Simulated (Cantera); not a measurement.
An isothermal, constant-pressure homogeneous reactor starts with 2.40 % CH3OH, 1.06 % O2, 96.2 % N2, 0.385 % H2O, at 1450 K and 4.84 atm.

Computed with Cantera and GRI-Mech 3.0 (53 species, 325 reactions). GRI-Mech 3.0 was tuned for natural gas; its chemistry of methanol as a main component is partial and can be far from experiment.

One state of this run: x CH3OH = 0.0219; x O2 = 0.00995; x HO2 = 0.000189; x C2H4 = 5.70e-8; x NO = 8.88e-11; x H = 2.78e-6. x: mole fraction; the columns are a selection and need not sum to one.

Question: Which value of t (s) does it belong to?
A. 0.211
B. 9.46e-5
C. 0.0308
D. 10.0

Answer: B, 9.46e-5
